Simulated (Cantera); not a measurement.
# Diamond growth

A diamond (100) surface in a fixed gas of H2 with x(CH4) = 0.0044, x(H) = 0.0033, x(CH3) = 2.4e-05, 0.109 atm; coverages are run to steady state.

Computed with Cantera and the Harris–Goodwin 1993 mechanism for the reconstructed diamond (100) surface.

```csv
T (K),growth (µm/h),θ c6HH,θ c6H*,θ c6*H,θ c6**,θ c6HM
925,0.947,0.663,0.0122,0.312,0.00538,0.00542
975,1.22,0.617,0.0161,0.353,0.00798,0.00431
1025,1.47,0.573,0.0205,0.391,0.0113,0.00338
1075,1.64,0.532,0.0253,0.424,0.0153,0.00252
1125,1.59,0.494,0.0303,0.453,0.0200,0.00167
1175,1.29,0.461,0.0355,0.477,0.0253,0.000927
1225,0.923,0.430,0.0408,0.497,0.0311,0.000431
1275,0.678,0.404,0.0461,0.513,0.0372,0.000180
1325,0.569,0.380,0.0512,0.525,0.0433,7.26e-5
1375,0.533,0.361,0.0563,0.534,0.0493,2.90e-5
```
θ: site fractions in the mechanism's names (c6HH fully hydrogenated, c6H* and c6*H radical sites, c6** diradical, c6HM methylated).
